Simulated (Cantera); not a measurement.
Charge: 1 mol CF4, 0.33 mol F2, at 13.3 mbar.

Equilibrium computed with Cantera from the NASA thermochemical tables; the gas is ideal and each condensed phase is pure. Candidate condensed phases: C; 13 gas species. Gases not in the tables: C2F6 and larger saturated fluorocarbons. Rates play no part.

x: gas mole fraction; n: condensed amount in mol.

| T (K) | x F | x CF4 | x CF2 | x CF | x C3 | x C | x CF3 | n C(graphite) |
|---|---|---|---|---|---|---|---|---|
| 1950 | 0.398 | 0.602 | 7.49e-5 | 3.35e-9 | <1e-12 | <1e-12 | 0.000161 | 0 |
| 2100 | 0.403 | 0.591 | … | … | <1e-12 | … | … | 0 |
| 2250 | … | … | … | … | … | … | … | 0 |
| 2400 | 0.657 | 0.124 | 0.206 | 0.00237 | 2.60e-8 | 4.54e-7 | 0.0105 | 0 |
| 2550 | 0.722 | 0.0125 | 0.249 | 0.0122 | 6.96e-6 | 1.09e-5 | 0.00474 | 0 |
| 2700 | 0.739 | 0.00106 | 0.217 | 0.0408 | 0.000583 | 0.000153 | 0.00162 | 0 |
| 2850 | 0.811 | 8.19e-5 | 0.115 | 0.0675 | 0.00433 | 0.000846 | 0.000402 | 0.168 |
| 3000 | 0.826 | 5.85e-6 | 0.0533 | 0.0926 | 0.0213 | 0.00368 | 8.79e-5 | 0 |
| 3150 | 0.853 | 3.90e-7 | 0.0186 | 0.0851 | 0.0283 | 0.00949 | 1.58e-5 | 0 |
| 3300 | 0.864 | 2.88e-8 | 0.00640 | 0.0718 | 0.0292 | 0.0208 | 2.93e-6 | 0 |

Q: What belongs in the gaps?

A: 
- 2100, x CF2: 0.00393
- 2100, x CF: 1.74e-6
- 2100, x C: 1.03e-11
- 2100, x CF3: 0.00170
- 2250, x F: 0.482
- 2250, x CF4: 0.443
- 2250, x CF2: 0.0660
- 2250, x CF: 0.000180
- 2250, x C3: 9.54e-12
- 2250, x C: 7.36e-9
- 2250, x CF3: 0.00841
